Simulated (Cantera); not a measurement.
Feed: 1 mol Si3N4, 0.026 mol N2O, 580 mol H2, 0.011 mol O2, at 1700 °C.

These are equilibrium values from Cantera (NASA tables, ideal gas, pure condensed phases), not measurements of a reactor. Candidate condensed phases: H2O, Si, SiO2, Si2N2O, Si3N4; 35 gas species. Gases not in the tables: Si2H6 and higher silanes. Rates play no part.

### Question
What share of the Si ends up in condensed phases as a function of P (Pa), at 0.100, 1.50, 22, 320, 4600, 68000, 1000000?

### Answer
```tsv
P (Pa)	Si condensed (%)	as
0.100	0.0	-
1.50	0.0	-
22	0.0	-
320	0.0	-
4600	80.7	Si(l)
68000	95.1	Si(l)
1000000	96.2	Si(l)
```
